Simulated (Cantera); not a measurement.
Cantera run:

```python
import numpy as np
import cantera as ct

gas_names = """
    Cu CuO Cu2 H HNO HNO2 HNO3 HO2 H2 H2O H2O2 N NH NH2 NH3 NH2OH NO NO2 NO3 N2 N2H2 N2H4 N2O O OH O2 O3
""".split()
cond_names = """
    Cu(cr) Cu(L) CuO(s) CuO2H2(s) Cu2O(s) Cu2O(L) H2O(s) H2O(L)
""".split()


# ... load() reads the species with a 1 bar reference pressure and builds the phases ...
atoms = {
    'CuO': {'Cu': 1, 'O': 1},
    'H2': {'H': 2},
    'N2': {'N': 2},
}
top_T = {'CuO(s)': 1390}  # K; cautious upper limits of use, not melting points


# ... equilibrate(T, P, feed) seeds the gas with the atoms and calls Mixture.equilibrate('TP', solver="vcs", rtol=1e-11, max_steps=5000) ...
results = []
feed = {'CuO': 1, 'H2': 30, 'N2': 7.1}  # mol
T = 1323  # K
P = 100000  # Pa
mix = equilibrate(T, P, feed)
results.append((T, P, feed, dict(zip(mix.species_names, mix.species_moles))))
print(gas.report(threshold=0.0001))
for i in range(1, mix.n_phases):
    print(f"{mix.phase(i).name:16s} {mix.phase_moles(i):12.5e} mol")
```

Result:

```
       temperature   1323 K
          pressure   1e+05 Pa
           density   0.06748 kg/m^3
  mean mol. weight   7.4229 kg/kmol
   phase of matter   gas

                          1 kg             1 kmol
                     ---------------   ---------------
          enthalpy        3.3288e+06        2.4709e+07  J
   internal energy        1.8469e+06        1.3709e+07  J
           entropy             26109         1.938e+05  J/K
    Gibbs function       -3.1213e+07       -2.3169e+08  J
 heat capacity c_p            4375.7             32480  J/K
 heat capacity c_v            3255.6             24166  J/K

                      mass frac. Y      mole frac. X     chem. pot. / RT
                     ---------------   ---------------   ---------------
                H2           0.21229           0.78165           -18.491
               H2O          0.065419          0.026955           -51.409
                N2           0.72221           0.19136           -27.288
     [  +24 minor]        8.1093e-05         3.593e-05

Cu(cr)            9.99990e-01 mol
CuO(s)            0.00000e+00 mol
CuO2H2(s)         0.00000e+00 mol
Cu2O(s)           0.00000e+00 mol
```

Cantera equilibrium calculation (NASA polynomials, part measured and part estimated; ideal gas, pure solids and liquids).
